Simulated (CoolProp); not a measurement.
A simple Rankine cycle with fluoroethane (R161): condensing at 301.15 K, boiler at 3.59 MPa, turbine inlet 362.8 K, turbine efficiency 0.65, pump efficiency 0.7, no recuperator. Each further row changes one setting.

Model: reference Helmholtz-energy equation of state, Wu 2012, in CoolProp.

```json
[
 {"case": "as stated", "thermal efficiency (%)": "[?]", "net work (kJ/kg)": "[?]", "heat in (kJ/kg)": "351", "turbine exit temperature (K)": "301.2", "volume ratio over the turbine": "3.96"},
 {"case": "turbine inlet 382.8 K", "thermal efficiency (%)": "8.3", "net work (kJ/kg)": "33.6", "heat in (kJ/kg)": "404", "turbine exit temperature (K)": "324.1", "volume ratio over the turbine": "3.72"},
 {"case": "condensing temperature 293.15 K", "thermal efficiency (%)": "8.8", "net work (kJ/kg)": "[?]", "heat in (kJ/kg)": "369", "turbine exit temperature (K)": "293.2", "volume ratio over the turbine": "4.94"},
 {"case": "boiler pressure 2.51 MPa", "thermal efficiency (%)": "[?]", "net work (kJ/kg)": "25.1", "heat in (kJ/kg)": "393", "turbine exit temperature (K)": "322.5", "volume ratio over the turbine": "2.54"},
 {"case": "turbine efficiency 0.55", "thermal efficiency (%)": "6.3", "net work (kJ/kg)": "[?]", "heat in (kJ/kg)": "351", "turbine exit temperature (K)": "301.2", "volume ratio over the turbine": "4.02"}
]
```

Q: Fill in the missing entries.

A: 
- as stated, thermal efficiency (%): 7.7
- as stated, net work (kJ/kg): 27.1
- condensing temperature 293.15 K, net work (kJ/kg): 32.5
- boiler pressure 2.51 MPa, thermal efficiency (%): 6.4
- turbine efficiency 0.55, net work (kJ/kg): 22.1

The expansion ends wet for: as stated; condensing temperature 293.15 K; turbine efficiency 0.55.
